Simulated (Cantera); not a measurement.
What does this Cantera script print?

```python
import numpy as np
import cantera as ct

gas_names = """
    CL CL2 N N2 Si SiCL SiCL2 SiCL3 SiCL4 SiN Si2 Si2N Si3
""".split()
cond_names = """
    Si(cr) Si(L) Si3N4(a)
""".split()


def load(file, names, dense=False):
    # The tables refer to 1 bar. Condensed volumes are neglected.
    table = {s.name: s for s in ct.Species.list_from_file(file)}
    out = []
    for n in names:
        d = dict(table[n].input_data)
        d["thermo"] = dict(d["thermo"], **{"reference-pressure": 1e5})
        if dense:
            d["equation-of-state"] = {"model": "constant-volume", "density": "1e6 g/cm^3"}
        out.append(ct.Species.from_dict(d))
    return out


gas = ct.Solution(thermo="ideal-gas", species=load("nasa_gas.yaml", gas_names))
cond = {s.name: ct.Solution(thermo="fixed-stoichiometry", species=[s], name=s.name)
        for s in load("nasa_condensed.yaml", cond_names, dense=True)}
atoms = {
    'SiCl4': {'Si': 1, 'CL': 4},
    'N2': {'N': 2},
}
top_T = {'Si3N4(a)': 2400}  # K; cautious upper limits of use, not melting points


def equilibrate(T, P, feed):
    n = {}
    for name, mol in feed.items():
        for a, k in atoms[name].items():
            n[a] = n.get(a, 0.0) + k * mol
    gas.TPX = T, P, n
    mass = sum(n.values()) * gas.mean_molecular_weight
    gas.equilibrate("TP")
    valid = [c for c in cond.values() if c.min_temp <= T <= top_T.get(c.name, c.max_temp)]
    mix = ct.Mixture([(gas, mass / gas.mean_molecular_weight)] + [(c, 0.0) for c in valid])
    mix.T, mix.P = T, P
    mix.equilibrate("TP", solver="vcs", rtol=1e-11, max_steps=5000)
    return mix


results = []
feed = {'SiCl4': 1, 'N2': 210}  # mol
T = 1348  # K
P = 780  # Pa
mix = equilibrate(T, P, feed)
results.append((T, P, feed, dict(zip(mix.species_names, mix.species_moles))))
x = sorted(zip(gas.X, gas.species_names), reverse=True)
print(f"T = {T:g} K  P = {P:g} Pa  gas = {mix.phase_moles(0):.4g} mol")
print("   x: " + "  ".join(f"{s} {v:.3e}" for v, s in x if v > 0.0001))
print("   condensed (mol): " + ("  ".join(f"{mix.phase(i).name} {mix.phase_moles(i):.4g}"
      for i in range(1, mix.n_phases) if mix.phase_moles(i) > 1e-12) or "none"))
```

Output:

```
T = 1348 K  P = 780 Pa  gas = 211 mol
   x: N2 9.951e-01  SiCL4 4.562e-03  CL 1.998e-04  SiCL3 1.512e-04
   condensed (mol): none
```

Cantera equilibrium calculation (NASA polynomials, part measured and part estimated; ideal gas, pure solids and liquids). The tables' values for SiCl3 are old estimates; treat these amounts as uncertain.
